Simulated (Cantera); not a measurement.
Standard-state values (1 bar) from the NASA 1993 polynomials, evaluated with Cantera. Values are per mole of reaction as written; species without (g) are pure solids or liquids, kept so even where they would boil at 1 bar.

Q: Between 300 and 2375 K, where is each reaction favourable under standard conditions?
- 6 H(g) + O3(g) ⇌ 3 H2O(g)

A: 
- 6 H(g) + O3(g) ⇌ 3 H2O(g): ΔG° is -2067 kJ at 300 K and -1147 kJ at 2375 K; it stays negative (K > 1). ΔH° is -2278 kJ and ΔS° -476 J/K at 2375 K.
